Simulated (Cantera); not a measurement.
Hydrocarbon pyrolysis for carbon deposition

A perfectly stirred reactor is fed with C2H6 : N2 : H2O = 1 : 2.4 : 0.14 (molar parts), at 0.128 Torr; it is held at 1675 K, and followed from long to short residence time.

Computed with Cantera and GRI-Mech 3.0 (53 species, 325 reactions). GRI-Mech 3.0 stops at C3 and has no aromatics, soot or wall deposition, so with more carbon than oxygen in the feed, carbon stays in small species such as C2H2 where larger ones or solid carbon would form. Radical loss at walls, strong at low pressure, is not modelled.

```csv
τ (s),x C2H6,x CH2,x H,x H2,x C2H,x C2H2,x HCN
4.1,0.000808,1.94e-5,0.00204,0.296,5.31e-6,0.156,1.02e-5
1.5,0.00211,2.84e-5,0.00219,0.266,5.82e-6,0.143,6.04e-6
0.54,0.00562,4.14e-5,0.00232,0.228,6.16e-6,0.123,3.57e-6
0.19,0.0153,5.99e-5,0.00237,0.183,5.83e-6,0.0926,2.09e-6
0.070,0.0390,8.08e-5,0.00223,0.135,4.27e-6,0.0546,1.22e-6
0.025,0.0946,9.23e-5,0.00179,0.0839,1.75e-6,0.0188,6.03e-7
0.0092,0.179,7.22e-5,0.00112,0.0361,2.60e-7,0.00255,2.14e-7
0.0033,0.247,3.12e-5,0.000456,0.00732,4.94e-9,7.50e-5,3.04e-8
0.0012,0.272,6.26e-6,8.65e-5,0.000555,5.51e-12,5.20e-7,4.85e-10
0.00044,0.279,5.46e-7,9.87e-6,2.38e-5,<1e-12,4.24e-9,<1e-12
```
x: mole fraction; the columns are a selection and need not sum to one.
